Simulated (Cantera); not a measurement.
**Thermodynamics of sublimation and decomposition of ceramics, feed BN + N2**

A closed system holds: 1 mol BN, 0.66 mol N2, at 550 Pa.

Cantera equilibrium calculation (NASA polynomials, part measured and part estimated; ideal gas, pure solids and liquids). Candidate condensed phases: B, BN; 5 gas species. The numbers say what is thermodynamically allowed, not how fast it happens.

| T (K) | x N2 | x B | x BN | x B2 | x N | n BN(s) | n B(s) | n B(l) |
|---|---|---|---|---|---|---|---|---|
| 1873 | 1.00 | 1.34e-7 | 1.56e-8 | <1e-12 | 1.72e-9 | 1.00 | 0 | 0 |
| 1948 | 1.000 | 9.78e-7 | 9.15e-8 | <1e-12 | 5.63e-9 | 1.000 | 0 | 0 |
| 2023 | 1.000 | 6.13e-6 | 4.70e-7 | 1.29e-11 | 1.69e-8 | 1.000 | 0 | 0 |
| 2098 | 1.000 | 3.37e-5 | 2.14e-6 | 2.08e-10 | 4.69e-8 | 1.000 | 0 | 0 |
| 2173 | 1.000 | 0.000164 | 8.78e-6 | 2.76e-9 | 1.21e-7 | 1.000 | 0 | 0 |
| 2248 | 0.999 | 0.000718 | 3.27e-5 | 3.06e-8 | 2.94e-7 | 1.000 | 0 | 0 |
| 2323 | 0.997 | 0.00245 | 9.60e-5 | 2.15e-7 | 6.75e-7 | 0 | 0.997 | 0 |
| 2398 | 0.994 | 0.00568 | 0.000193 | 7.13e-7 | 1.47e-6 | 0 | 0 | 0.993 |
| 2473 | 0.988 | 0.0121 | 0.000359 | 2.08e-6 | 3.04e-6 | 0 | 0 | 0.985 |
| 2548 | 0.975 | 0.0248 | 0.000642 | 5.67e-6 | 6.02e-6 | 0 | 0 | 0.970 |
| 2623 | 0.950 | 0.0485 | 0.00110 | 1.46e-5 | 1.14e-5 | 0 | 0 | 0.940 |
| 2698 | 0.907 | 0.0913 | 0.00181 | 3.54e-5 | 2.05e-5 | 0 | 0 | 0.881 |
| 2773 | 0.831 | 0.166 | 0.00284 | 8.19e-5 | 3.52e-5 | 0 | 0 | 0.765 |
| 2848 | 0.704 | 0.292 | 0.00416 | 0.000181 | 5.61e-5 | 0 | 0 | 0.512 |
x: gas mole fraction; n: condensed amount in mol.

From 1873 K to 2248 K the condensed part is BN(s). At 2323 K the condensed part is B(s). From 2398 K to 2848 K the condensed part is B(l). The main B-bearing gas is B throughout.
